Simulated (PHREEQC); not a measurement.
## Reverse-osmosis reject

Synthetic water in mmol/kgw, 20 °C, pH 6.88, pe 11.7: Na 46.8; K 5.3; Ca 2.22; Mg 27.7; Cl 97.9; S(6) 6.46; Alkalinity (meq/kgw) 1.35; Ni 0.0427; Si 0.472.

Cl is adjusted to close the charge balance.
Valence states are taken as typed.

Computed with PHREEQC (ion-association model, wateq4f.dat).

This is a speciation only: nothing precipitates in the calculation.

### Question
Predict the ionic strength.

### Answer
ionic strength 0.137 mol/kgw.

### Question
In which forms is Ca present?

### Answer
Ca+2 92 %, CaSO4 7.5 % of the Ca.

The solution is supersaturated, for example in Quartz (slow to form), Chalcedony (slow to form), so a real one may precipitate; this is no full list. Species that the database lacks are ignored. The database's nickel carbonate constants are estimates that later reviews lower a good deal.
